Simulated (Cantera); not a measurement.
A perfectly stirred reactor is fed with CH₄ : H₂ = 1 : 11 (molar parts), at 12.8 Torr; it is held at 1900 K, and followed from long to short residence time.

Cantera simulation using GRI-Mech 3.0 (53 species, 325 reactions); the numbers are that mechanism's predictions, not measurements. GRI-Mech 3.0 stops at C3 and has no aromatics, soot or wall deposition, so with more carbon than oxygen in the feed, carbon stays in small species such as C2H2 where larger ones or solid carbon would form. Radical loss at walls, strong at low pressure, is not modelled.

### Question
What does this change do: temperature 1900 to 1150 K?

### Answer
```json
[
 {"quantity": "x(CH₄) at τ = 2.60 s", "before": "0.00428", "after": "0.0833"},
 {"quantity": "x(H₂) at τ = 2.60 s", "before": "0.954", "after": "0.917"},
 {"quantity": "x(C₂H₄) at τ = 2.60 s", "before": "1.32e-5", "after": "3.83e-9"},
 {"quantity": "x(H) at τ = 2.60 s", "before": "0.00485", "after": "1.15e-7"},
 {"quantity": "x(C₂H) at τ = 2.60 s", "before": "2.40e-6", "after": "<1e-12"},
 {"quantity": "x(CH₄) at τ = 19.0 ms", "before": "0.0568", "after": "0.0833"},
 {"quantity": "x(H₂) at τ = 19.0 ms", "before": "0.927", "after": "0.917"},
 {"quantity": "x(C₂H₄) at τ = 19.0 ms", "before": "0.000422", "after": "<1e-12"},
 {"quantity": "x(H) at τ = 19.0 ms", "before": "0.00240", "after": "1.00e-9"},
 {"quantity": "x(C₂H) at τ = 19.0 ms", "before": "3.51e-7", "after": "<1e-12"}
]
```

### Question
What does this change do: pressure from 12.8 Torr to 760 Torr?

### Answer
| quantity | before | after |
|---|---|---|
| x(CH₄) at τ = 2.60 s | 0.00428 | 0.00588 |
| x(H₂) at τ = 2.60 s | 0.954 | 0.958 |
| x(C₂H₄) at τ = 2.60 s | 1.32e-5 | 0.000414 |
| x(H) at τ = 2.60 s | 0.00485 | 0.000776 |
| x(C₂H) at τ = 2.60 s | 2.40e-6 | 3.73e-7 |
| x(CH₄) at τ = 19.0 ms | 0.0568 | 0.0295 |
| x(H₂) at τ = 19.0 ms | 0.927 | 0.945 |
| x(C₂H₄) at τ = 19.0 ms | 0.000422 | 0.000353 |
| x(H) at τ = 19.0 ms | 0.00240 | 0.000745 |
| x(C₂H) at τ = 19.0 ms | 3.51e-7 | 2.50e-7 |
